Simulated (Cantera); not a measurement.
**Thermodynamics of abatement and gas-phase synthesis, feed N2O + SO2 + H2**

Input: 1 mol N2O, 0.19 mol SO2, 0.21 mol H2, at 1.70 mbar.

Cantera equilibrium calculation (NASA polynomials, part measured and part estimated; ideal gas, pure solids and liquids). Candidate condensed phases: H2O, H2SO4, S; 35 gas species. Kinetics and transport are ignored.

| T (K) | log p N2 | log p O | log p O2 | log p H | log p SO2 | log p H2O | log p S | log p SO | log p OH | log p NO | log p H2 |
|---|---|---|---|---|---|---|---|---|---|---|---|
| 2250 | -3.05 | -4.18 | -3.49 | -4.58 | -3.79 | -3.85 | -6.75 | -5.00 | -4.34 | -4.73 | -4.91 |
| 2400 | -3.07 | -3.84 | -3.55 | -4.15 | -3.87 | -4.03 | -5.92 | -4.61 | -4.21 | -4.64 | -4.70 |
| 2550 | -3.11 | -3.56 | -3.66 | -3.85 | -4.02 | -4.39 | -5.23 | -4.32 | -4.21 | -4.60 | -4.68 |
| 2700 | -3.16 | -3.36 | -3.84 | -3.69 | -4.32 | -4.97 | -4.69 | -4.19 | -4.36 | -4.61 | -4.89 |
| 2850 | -3.20 | -3.23 | -4.10 | -3.64 | -4.80 | -5.72 | -4.33 | -4.24 | -4.64 | -4.66 | -5.25 |
| 3000 | -3.23 | -3.16 | -4.43 | -3.63 | -5.47 | -6.52 | -4.12 | -4.45 | -4.97 | -4.76 | -5.65 |
| 3150 | -3.24 | -3.13 | -4.80 | -3.62 | -6.22 | -7.28 | -4.03 | -4.78 | -5.31 | -4.87 | -6.02 |
| 3300 | -3.24 | -3.12 | -5.16 | -3.62 | -6.98 | -8.00 | -3.99 | -5.13 | -5.64 | -4.99 | -6.37 |
| 3450 | -3.25 | -3.11 | -5.50 | -3.62 | -7.71 | -8.66 | -3.98 | -5.48 | -5.95 | -5.10 | -6.69 |
log p: log10 of the partial pressure in bar; nothing condenses.

From 2250 K to 3450 K nothing is condensed.
